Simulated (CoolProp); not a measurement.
Vapour-liquid equilibrium of methanol (1) + benzene (2) at 13.4 bar; x and y are mole fractions of (1).

The numbers come from the multi-fluid Helmholtz-energy mixture model, de Reuck 1993 and Thol 2012; pair parameters Bell 2016 in CoolProp.

| x | bubble temperature (°C) | y at the bubble point | dew temperature at overall composition x (°C) | liquid density (mol/L) |
|---|---|---|---|---|
| 0.05 | ___ | 0.202 | 192.3 | 8.946 |
| 0.125 | ___ | 0.375 | 187.0 | ___ |
| 0.2 | ___ | 0.472 | 181.7 | 9.990 |
| 0.275 | 157.3 | 0.532 | 176.3 | 10.50 |
| 0.35 | 154.4 | 0.576 | 170.8 | 11.04 |
| 0.425 | 152.4 | 0.612 | 165.2 | 11.65 |
| 0.5 | 150.9 | 0.645 | ___ | 12.33 |
| 0.575 | 149.8 | 0.678 | 154.5 | 13.11 |
| 0.65 | 148.9 | 0.715 | 150.7 | 14.00 |
| 0.725 | 148.2 | 0.759 | 148.7 | 15.03 |
| 0.8 | 147.9 | 0.810 | 147.9 | 16.20 |
| 0.875 | 147.8 | 0.872 | 147.8 | 17.54 |
| 0.95 | 148.0 | 0.945 | 148.1 | 19.08 |

What belongs in the gaps?


- 0.05, bubble temperature (°C): 181.6
- 0.125, bubble temperature (°C): 168.9
- 0.125, liquid density (mol/L): 9.490
- 0.2, bubble temperature (°C): 161.7
- 0.5, dew temperature at overall composition x (°C): 159.6

y crosses x between x = 0.8 and 0.875: the model has an azeotrope there.

Pair parameters are fitted to limited data, so mixtures are less certain than the pure fluids.
